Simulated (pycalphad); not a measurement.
Source of the numbers: pycalphad with the COST 507 light-alloy database (1999); pressure 1 atm. No gas phase is included, though pure Mg would boil below 1377 °C. The database dates from 1999; later assessments differ in places, in temperatures and in the compounds included. Kinetics are ignored, which matters at the lower temperatures.

Q: How does the equilibrium phase assembly of Al-1.4Si-0.45Mg (at.%) change on cooling from 1377 °C to 97 °C?

A: 
```tsv
T (°C)	phases above	phases below
649.8	LIQUID	FCC_A1 + LIQUID
565.2	FCC_A1 + LIQUID	DIAMOND_A4 + FCC_A1 + LIQUID
564.9	DIAMOND_A4 + FCC_A1 + LIQUID	DIAMOND_A4 + FCC_A1
504.4	DIAMOND_A4 + FCC_A1	DIAMOND_A4 + FCC_A1 + MG2SI
```
Changes were sought between steps of 40 K, so a narrower field can be missed.

Database names, with the compositions (at.%) that they take in these runs: MG2SI: Mg 67 Si 33. FCC_A1 is fcc; DIAMOND_A4 is diamond (Si).
